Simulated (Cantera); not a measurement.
Thermodynamics of calcination and drying, feed MgSO₄ + H₂

Feed: 1 mol MgSO₄, 7.2 mol H₂, equilibrated at 0.128 Torr.

Cantera equilibrium calculation (NASA polynomials, part measured and part estimated; ideal gas, pure solids and liquids). Candidate condensed phases: H₂O, H₂SO₄, Mg, MgO, Mg(OH)₂, MgS, MgSO₄, S; 26 gas species. Gases not in the tables: S₃ to S₇. Kinetics and transport are ignored.

```
T (K)   x H₂  x H₂O    x H₂S      x S₂     x SO₂      x SO      x SH  n MgO(s)
-----  -----  -----  -------  --------  --------  --------  --------  --------
625    0.444  0.417    0.139   8.34e-8  1.42e-11    <1e-12  7.12e-10      1.00
725    0.444  0.417    0.139   9.04e-6   4.50e-9  8.26e-12   5.42e-8      1.00
825    0.445  0.417    0.138  0.000319   3.68e-7   2.10e-9   1.45e-6      1.00
925    0.452  0.415    0.129   0.00453   1.07e-5   1.50e-7   1.79e-5      1.00
1025   0.477  0.408   0.0939    0.0209  0.000108   3.26e-6  0.000102      1.00
1125   0.507  0.399   0.0535    0.0394  0.000514   2.96e-5  0.000314      1.00
1225   0.527  0.391   0.0286    0.0502   0.00169  0.000165  0.000692      1.00
1325   0.542  0.382   0.0156    0.0542   0.00440  0.000666   0.00126      1.00
1425   0.555  0.368  0.00891    0.0535   0.00930   0.00209   0.00204     1.000
1525   0.571  0.348  0.00531    0.0489    0.0162   0.00529   0.00298     1.000
```
x: gas mole fraction; n: condensed amount in mol.

From 625 K to 1525 K the condensed part is MgO(s).
